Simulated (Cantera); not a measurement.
A perfectly stirred reactor is fed with CO : O2 : H2O : N2 = 0.0051 : 0.024 : 0.037 : 1 (molar parts), at 1500 Torr; it is held at 1450 K, and followed from long to short residence time.

Computed with Cantera and GRI-Mech 3.0 (53 species, 325 reactions).

Problem. Predict: x(CO) at τ = 0.340 s; x(O2) at τ = 0.340 s; x(H2O) at τ = 0.340 s; x(HO2) at τ = 0.340 s; x(H) at τ = 0.340 s; x(CO) at τ = 14.0 ms; x(O2) at τ = 14.0 ms; x(H2O) at τ = 14.0 ms; x(HO2) at τ = 14.0 ms; x(H) at τ = 14.0 ms.

Solution. 
```json
{
 "x(CO) at τ = 0.340 s": "4.09e-5",
 "x(O2) at τ = 0.340 s": "0.0202",
 "x(H2O) at τ = 0.340 s": "0.0348",
 "x(HO2) at τ = 0.340 s": "2.25e-7",
 "x(H) at τ = 0.340 s": "2.76e-7",
 "x(CO) at τ = 14.0 ms": "0.000346",
 "x(O2) at τ = 14.0 ms": "0.0203",
 "x(H2O) at τ = 14.0 ms": "0.0347",
 "x(HO2) at τ = 14.0 ms": "1.53e-6",
 "x(H) at τ = 14.0 ms": "5.64e-6"
}
```
